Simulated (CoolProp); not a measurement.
Vapour-liquid equilibrium of toluene (1) + m-xylene (2) at 743 kPa; x and y are mole fractions of (1).

Computed with CoolProp (multi-fluid Helmholtz-energy mixture model, Lemmon 2006 and Zhou 2012; pair parameters Bell 2016).

Question: Give the bubble temperature and the first vapour's composition at x = 0.2, 0.575, 0.8. Is there an azeotrope?

Answer: x = 0.2: 497.5 K, y = 0.289; x = 0.575: 483.9 K, y = 0.687; x = 0.8: 477.4 K, y = 0.862. No azeotrope shows between x = 0.05 and 0.95.

Pair parameters are fitted to limited data, so mixtures are less certain than the pure fluids.
